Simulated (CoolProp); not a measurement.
A single-stage vapour-compression cycle with the fluid: evaporating at 322.15 K (dew point), condensing at 372.15 K (bubble point), superheat 5 K, subcooling 5 K, compressor efficiency 0.85, no pressure losses. The same conditions are run with several fluids, on thermodynamics alone (safety and materials aside).

Model: reference Helmholtz-energy equation of state of each fluid (cyclopentane: Gedanitz 2015; R21: Platzer 1990; vinyl chloride: Thol 2022; methanol: de Reuck 1993; R245ca: Zhou 2016; ammonia: Gao 2020), in CoolProp. The equations of Platzer and Polt are older, rougher fits.

### Question
Rank cyclopentane, R21, vinyl chloride, methanol, R245ca, ammonia by cooling COP, highest first.

### Answer
methanol (4.84), cyclopentane (4.74), R21 (4.62), vinyl chloride (4.43), R245ca (4.31), ammonia (4.17)

```json
[
 {"fluid": "cyclopentane", "pressure ratio": "4.05", "discharge temperature (K)": "377.1", "refrigerating effect (kJ/kg)": "304", "volumetric capacity (kJ/m³)": "813"},
 {"fluid": "R21", "pressure ratio": "3.38", "discharge temperature (K)": "397.2", "refrigerating effect (kJ/kg)": "168", "volumetric capacity (kJ/m³)": "2680"},
 {"fluid": "vinyl chloride", "pressure ratio": "2.97", "discharge temperature (K)": "398.2", "refrigerating effect (kJ/kg)": "228", "volumetric capacity (kJ/m³)": "4510"},
 {"fluid": "methanol", "pressure ratio": "6.43", "discharge temperature (K)": "454.7", "refrigerating effect (kJ/kg)": "1020", "volumetric capacity (kJ/m³)": "658"},
 {"fluid": "R245ca", "pressure ratio": "3.89", "discharge temperature (K)": "372.1", "refrigerating effect (kJ/kg)": "129", "volumetric capacity (kJ/m³)": "1590"},
 {"fluid": "ammonia", "pressure ratio": "3.10", "discharge temperature (K)": "431.9", "refrigerating effect (kJ/kg)": "828", "volumetric capacity (kJ/m³)": "12300"}
]
```

The compression ends wet for: R245ca.
